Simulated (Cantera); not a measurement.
A freely propagating, adiabatic, planar premixed flame of H2 : O2 : N2 = 1 : 0.238 : 1.17 (molar parts), equivalence ratio 2.1, unburnt at 423 K and 0.340 bar; mixture-averaged transport, grid criteria slope 0.08 and curve 0.16, no radiation.

Model: the H2/O2 subset of GRI-Mech 3.0, which has no nitrogen chemistry, integrated in Cantera. Burning velocities carry a grid error of a few per cent, more on coarse grids.

Problem. How do the results move with these cheaper or finer settings: unity-Lewis-number transport; multicomponent transport; multicomponent+Soret transport; grid criteria slope 0.5, curve 1; grid criteria slope 0.25, curve 0.5; grid criteria slope 0.03, curve 0.06?

Solution. 
```tsv
setting	laminar burning velocity	thermal thickness	peak x(O)	peak x(OH)	grid points
as above	363 cm/s	1.69 mm	0.00269	0.00202	138
unity-Lewis-number transport	210 cm/s	1.48 mm	0.00181	0.00209	124
multicomponent transport	354 cm/s	1.70 mm	0.00262	0.00202	139
multicomponent+Soret transport	341 cm/s	1.66 mm	0.00263	0.00203	140
grid criteria slope 0.5, curve 1	380 cm/s	2.16 mm	0.00225	0.00214	48
grid criteria slope 0.25, curve 0.5	379 cm/s	1.89 mm	0.00262	0.00217	68
grid criteria slope 0.03, curve 0.06	361 cm/s	1.64 mm	0.00276	0.00204	298
```
Unity Lewis numbers drop preferential diffusion, which matters most where H2 and H carry the flame; Soret adds thermal diffusion.
